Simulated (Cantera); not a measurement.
Feed: 1 mol Ti, 3 mol CO₂, 30 mol H₂, held at 1873.15 K and 6.00 Torr.

Equilibrium computed with Cantera from the NASA thermochemical tables; the gas is ideal and each condensed phase is pure. Equilibrium is a limit: real reactors are often held back by kinetics, nucleation or transport.

| species | before | after |
|---|---|---|
| H₂ | 0.863 | 0.869 |
| CO | 0.0896 | 0.0898 |
| H₂O | 0.0393 | 0.0368 |
| H | 0.00671 | 0.00302 |
| OH | 2.37e-5 | 7.95e-6 |
| CO₂ | 0.000992 | 0.00102 |
| Ti₃O₅(s), mol | 0.333 | 0 |
| Ti₄O₇(s), mol | 0 | 0.250 |
Gas species are given as mole fractions.

Task: What was changed between the two runs?
(A) temperature from 1873.15 K to 1775 K
(B) pressure from 6.00 Torr to 1 atm
(C) temperature from 1873.15 K to 1998.15 K
(D) temperature from 1873.15 K to 1523 K

Result: A, temperature from 1873.15 K to 1775 K. Condensed phases not in the tables: Magnéli phases beyond Ti₄O₇
